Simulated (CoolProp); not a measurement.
Vapour-liquid equilibrium of R125 (1) + R245fa (2) at 215.2 K; x and y are mole fractions of (1).

Values from CoolProp's multi-fluid Helmholtz-energy mixture model, Lemmon 2005 and Akasaka 2015; pair parameters Bell 2016.

```csv
x,bubble pressure (bar),y at the bubble point,dew pressure at overall composition x (bar),liquid density (mol/L)
0.05,0.05324,0.721,0.01636,11.59
0.2,0.1542,0.917,0.01936,11.81
0.35,0.2437,0.956,0.02370,12.03
0.5,0.3274,0.974,0.03056,12.25
0.65,0.4093,0.984,0.04299,12.46
0.8,0.4921,0.992,0.07240,12.66
0.95,0.5783,0.998,0.2243,12.85
```

No azeotrope shows between x = 0.05 and 0.95.

The pair parameters rest on a limited set of measurements; away from them the model extrapolates.
